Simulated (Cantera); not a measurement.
An isothermal, constant-pressure homogeneous reactor starts with NO : N2 = 1 : 15 (molar parts), at 1725 K and 0.178 atm. Integrator tolerance rtol = 1e-08.

Detailed kinetics in Cantera: GRI-Mech 3.0 (53 species, 325 reactions).

### Question
What does this change do: pressure from 0.178 atm to 0.987 atm?

### Answer
| quantity | before | after |
|---|---|---|
| x(NO) at 50.0 s | 0.0532 (gas-phase equilibrium 0.00135) | 0.0316 (gas-phase equilibrium 0.00135) |
| x(O2) at 50.0 s | 0.00465 (gas-phase equilibrium 0.0306) | 0.0154 (gas-phase equilibrium 0.0306) |
| x(NO2) at 50.0 s | 1.03e-5 (gas-phase equilibrium 6.46e-7) | 2.55e-5 (gas-phase equilibrium 1.52e-6) |
| x(N2) at 50.0 s | 0.942 (gas-phase equilibrium 0.968) | 0.953 (gas-phase equilibrium 0.968) |
| x(O) at 50.0 s | 1.00e-5 (gas-phase equilibrium 2.41e-5) | 7.34e-6 (gas-phase equilibrium 1.02e-5) |
